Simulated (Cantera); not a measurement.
A closed system holds: 1 mol AlCl3, 4.7 mol N2O, 1.6 mol H2, held at 2198 K and 0.130 bar.

These are equilibrium values from Cantera (NASA tables, ideal gas, pure condensed phases), not measurements of a reactor. Kinetics and transport are ignored.

```csv
species,before,after
N2,0.484,0.507
HCl,0.207,0.277
O2,0.129,0.155
Cl,0.103,0.00490
Cl2,0.000635,0.0210
H2O,0.0591,0.0342
AlCl3,2.20e-5,3.99e-7
H,0.000350,<1e-9
AlOCl,5.05e-5,<1e-9
H2,0.000514,2.02e-8
O,0.00266,1.87e-7
OH,0.00559,9.28e-6
NO,0.00771,0.000270
"Al2O3(s), mol",0.500,0.500
```
Gas species are given as mole fractions.

Question: Name the change that produced these shifts.
A. temperature from 2198 K to 1975 K
B. temperature from 2198 K to 900 K
C. N2O from 4.7 to 2.4 mol
D. temperature from 2198 K to 1298.15 K

Answer: D, temperature from 2198 K to 1298.15 K
